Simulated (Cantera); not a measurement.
An adiabatic, constant-pressure homogeneous reactor starts with CH4 : C2H6 : O2 : N2 = 1 : 0.08 : 3.68 : 13.8 (molar parts), equivalence ratio 0.62, at 1375 K and 180 Torr. Integrator tolerance rtol = 1e-08.

Computed with Cantera and GRI-Mech 3.0 (53 species, 325 reactions).

Problem. What does this change do: pressure from 180 Torr to 3750 Torr?

Solution. 
| quantity | before | after |
|---|---|---|
| time of steepest temperature rise | 2.33 ms | 0.302 ms |
| temperature at 0.700 s | 2417 K | 2516 K |
| equilibrium temperature | 2417 K | 2516 K |
| x(CH4) at 0.700 s | <1e-12 (gas-phase equilibrium <1e-12) | <1e-12 (gas-phase equilibrium <1e-12) |
| x(C2H6) at 0.700 s | <1e-12 (gas-phase equilibrium <1e-12) | <1e-12 (gas-phase equilibrium <1e-12) |
| x(O2) at 0.700 s | 0.0699 (gas-phase equilibrium 0.0699) | 0.0681 (gas-phase equilibrium 0.0681) |
| x(CH2O) at 0.700 s | 2.99e-12 (gas-phase equilibrium 2.99e-12) | 1.02e-11 (gas-phase equilibrium 1.02e-11) |
| x(H2) at 0.700 s | 0.00330 (gas-phase equilibrium 0.00330) | 0.00127 (gas-phase equilibrium 0.00127) |

Problem. What does this change do: pressure from 180 Torr to 375 Torr?

Solution. 
```
quantity                                                              before                                      after
---------------------------------  -----------------------------------------  -----------------------------------------
time of steepest temperature rise                                    2.33 ms                                    1.42 ms
temperature at 0.700 s                                                2417 K                                     2446 K
equilibrium temperature                                               2417 K                                     2446 K
x(CH4) at 0.700 s                      <1e-12 (gas-phase equilibrium <1e-12)      <1e-12 (gas-phase equilibrium <1e-12)
x(C2H6) at 0.700 s                     <1e-12 (gas-phase equilibrium <1e-12)      <1e-12 (gas-phase equilibrium <1e-12)
x(O2) at 0.700 s                       0.0699 (gas-phase equilibrium 0.0699)      0.0694 (gas-phase equilibrium 0.0694)
x(CH2O) at 0.700 s                 2.99e-12 (gas-phase equilibrium 2.99e-12)  4.30e-12 (gas-phase equilibrium 4.30e-12)
x(H2) at 0.700 s                     0.00330 (gas-phase equilibrium 0.00330)    0.00270 (gas-phase equilibrium 0.00270)
```
